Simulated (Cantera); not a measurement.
Input: 1 mol Si2H6, 3.2 mol HCl, a varied amount of H2, equilibrated at 1177 °C and 55.5 Torr.

Method: chemical equilibrium by Gibbs-energy minimisation in Cantera with the NASA 1993 tables (ideal gas, pure condensed phases). Candidate condensed phases: Si; 19 gas species. The feed counts by its element totals alone. The tables' values for SiCl3 are old estimates; treat these amounts as uncertain. Kinetics and transport are ignored.

x: gas mole fraction; n: condensed amount in mol.

```tsv
n(H2) (mol)	x H2	x HCl	x SiCl2	x SiCl3	x SiCl4	x SiHCl3	x SiH2Cl2	n Si(s)
13	0.873	0.0923	0.0301	0.00281	0.000958	0.000781	9.86e-5	1.34
22	0.908	0.0721	0.0176	0.00126	0.000329	0.000358	6.02e-5	1.45
31	0.928	[?]	[?]	0.000682	[?]	[?]	[?]	1.52
39	0.939	0.0514	0.00868	0.000435	7.98e-5	0.000126	3.06e-5	1.58
48	0.948	[?]	[?]	0.000283	[?]	[?]	[?]	1.62
56	0.954	0.0401	0.00520	0.000202	2.87e-5	5.88e-5	1.87e-5	1.66
65	0.960	0.0360	0.00416	0.000144	1.83e-5	4.21e-5	1.50e-5	1.69
74	0.964	0.0326	0.00340	0.000107	1.23e-5	3.12e-5	1.23e-5	1.71
82	0.967	0.0301	0.00289	8.38e-5	8.86e-6	2.45e-5	1.05e-5	1.73
91	0.970	0.0277	0.00245	6.51e-5	6.34e-6	1.91e-5	8.91e-6	1.75
```

Fill in the missing entries.


- 48, x HCl: 0.0447
- 48, x SiCl2: 0.00651
- 48, x SiCl4: 4.48e-5
- 48, x SiHCl3: 8.19e-5
- 48, x SiH2Cl2: 2.32e-5
- 31, x HCl: 0.0594
- 31, x SiCl2: 0.0117
- 31, x SiCl4: 0.000145
- 31, x SiHCl3: 0.000196
- 31, x SiH2Cl2: 4.08e-5
